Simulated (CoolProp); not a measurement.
Vapour-liquid equilibrium of carbon dioxide (1) + n-perfluorobutane (2) at -46.15 °C; x and y are mole fractions of (1).

Model: multi-fluid Helmholtz-energy mixture model, Span 1996 and Gao 2022; pair parameters Bell 2016, in CoolProp.

**Question.** Give the bubble pressure and the first vapour's composition at x = 0.35, 0.65, 0.75. Is there an azeotrope?

**Answer.** x = 0.35: 0.4664 MPa, y = 0.980; x = 0.65: 0.6043 MPa, y = 0.987; x = 0.75: 0.6395 MPa, y = 0.989. No azeotrope shows between x = 0.05 and 0.95.

Pair parameters are fitted to limited data, so mixtures are less certain than the pure fluids. With so large a gap from Raoult's law the liquid may split in two, which this calculation doesn't test in full.
